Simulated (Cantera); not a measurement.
## NO annealing gas

A perfectly stirred reactor is fed with NO : N2 = 1 : 0.17 (molar parts), at 2500 Pa; it is held at 2048 K, and followed from long to short residence time.

Model: GRI-Mech 3.0 (53 species, 325 reactions), integrated in Cantera. Radical loss at walls, strong at low pressure, is not modelled.

```tsv
τ (s)	x NO	x NO2	x N2	x O	x O2	x N2O
27	0.113	3.76e-5	0.515	0.00372	0.368	2.78e-6
9.6	0.229	6.95e-5	0.457	0.00344	0.310	1.17e-5
3.5	0.429	0.000106	0.357	0.00291	0.211	4.46e-5
1.2	0.665	0.000107	0.240	0.00209	0.0934	0.000124
0.45	0.786	7.62e-5	0.179	0.00147	0.0331	0.000196
0.16	0.833	5.09e-5	0.156	0.00110	0.0102	0.000231
0.058	0.847	3.73e-5	0.149	0.000843	0.00294	0.000233
0.021	0.852	2.63e-5	0.146	0.000558	0.000670	0.000200
0.0076	0.854	1.33e-5	0.145	0.000261	9.90e-5	0.000133
0.0027	0.855	3.90e-6	0.145	8.99e-5	1.06e-5	6.52e-5
```
x: mole fraction; the columns are a selection and need not sum to one.
